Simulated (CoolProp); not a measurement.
Vapour-liquid equilibrium of carbon dioxide (1) + 1-butene (2) at 578 kPa; x and y are mole fractions of (1).

Model: multi-fluid Helmholtz-energy mixture model, Span 1996 and Lemmon 2005; pair parameters Bell 2016, in CoolProp.

**Question.** Give the bubble temperature and the first vapour's composition at x = 0.2, 0.65, 0.95. Is there an azeotrope?

**Answer.** x = 0.2: 255.1 K, y = 0.899; x = 0.65: 226.7 K, y = 0.985; x = 0.95: 220.3 K, y = 0.997. No azeotrope shows between x = 0.05 and 0.95.

Pair parameters are fitted to limited data, so mixtures are less certain than the pure fluids. The gap from Raoult's law changes sign with composition, which may be real or a fault of the pair parameters; it wasn't checked against measurements.
